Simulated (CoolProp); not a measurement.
200 sccm (0 °C, 1 atm) of nitrogen bubbles through liquid toluene at 275.3 K and leaves saturated at a total pressure of 0.02 MPa (ideal gas phase). Each further row changes one setting.

Values from CoolProp's reference Helmholtz-energy equation of state, Lemmon 2006. It is a short technical equation, of lower accuracy than the large ones.

```tsv
case	vapour pressure (kPa)	mole fraction of vapour	delivery (mg/min)	delivery (sccm)	change of delivery for a bath 1 K warmer (%)
as stated	1.04	0.0519	45.0	10.9	6.8
bath temperature 280.3 K	1.41	0.0704	62.3	15.1	6.6
total pressure 0.04 MPa	1.04	0.0259	21.9	5.32	6.6
```
